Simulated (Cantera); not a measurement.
Mixture: C3H8 : O2 : N2 = 1 : 3.57 : 13.4 (molar parts), equivalence ratio 1.4, at 578 Torr, adiabatic and at constant volume. Ignition delay is the time to a rise of 400 K.

Detailed kinetics in Cantera: GRI-Mech 3.0 (53 species, 325 reactions). GRI-Mech 3.0 was tuned for natural gas; its chemistry of propane as a main component is partial and can be far from experiment.

**Question.** What does this change do: constant pressure in place of constant volume?

**Answer.** 
| quantity | before | after |
|---|---|---|
| delay at 1100 K | 61.0 ms | 64.8 ms |
| delay at 1300 K | 1.05 ms | 1.15 ms |
| delay at 1500 K | 85.4 µs | 96.2 µs |
| delay at 1700 K | 21.3 µs | 24.7 µs |
| apparent activation energy between 1600 and 1800 K | 130 kJ/mol | 120 kJ/mol |

**Question.** What does this change do: pressure from 578 Torr to 760 Torr?

**Answer.** 
| quantity | before | after |
|---|---|---|
| delay at 1100 K | 61.0 ms | 53.1 ms |
| delay at 1300 K | 1.05 ms | 0.918 ms |
| delay at 1500 K | 85.4 µs | 71.6 µs |
| delay at 1700 K | 21.3 µs | 17.1 µs |
| apparent activation energy between 1600 and 1800 K | 130 kJ/mol | 130 kJ/mol |
